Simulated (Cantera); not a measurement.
Input: 1 mol C₃H₆, 0.34 mol CO₂, 0.23 mol NH₃, at 1.00 bar.

Cantera equilibrium calculation (NASA polynomials, part measured and part estimated; ideal gas, pure solids and liquids). Candidate condensed phases: C, C₆H₆, C₇H₈, C₈H₁₈, H₂O; 136 gas species. The numbers say what is thermodynamically allowed, not how fast it happens.

### Question
What share of the C ends up in condensed phases as a function of T (K), at 648, 748, 848, 948, 1048, 1148, 1248?

### Answer
| T (K) | C condensed (%) | as |
|---|---|---|
| 648 | 62.1 | C(graphite) |
| 748 | 68.6 | C(graphite) |
| 848 | 76.3 | C(graphite) |
| 948 | 79.1 | C(graphite) |
| 1048 | 78.6 | C(graphite) |
| 1148 | 78.7 | C(graphite) |
| 1248 | 79.0 | C(graphite) |
